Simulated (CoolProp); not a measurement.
Vapour-liquid equilibrium of n-butane (1) + R245fa (2) at 189 kPa; x and y are mole fractions of (1).

The numbers come from the multi-fluid Helmholtz-energy mixture model, Bücker 2006 and Akasaka 2015; pair parameters Bell 2016 in CoolProp.

Question: Give the bubble temperature and the first vapour's composition at x = 0.05, 0.35, 0.5. Is there an azeotrope?

Answer: x = 0.05: 297.4 K, y = 0.258; x = 0.35: 284.1 K, y = 0.624; x = 0.5: 283.5 K, y = 0.646. y crosses x between x = 0.65 and 0.8: the model has an azeotrope there.

The pair parameters rest on a limited set of measurements; away from them the model extrapolates. With so large a gap from Raoult's law the liquid may split in two, which this calculation doesn't test in full.
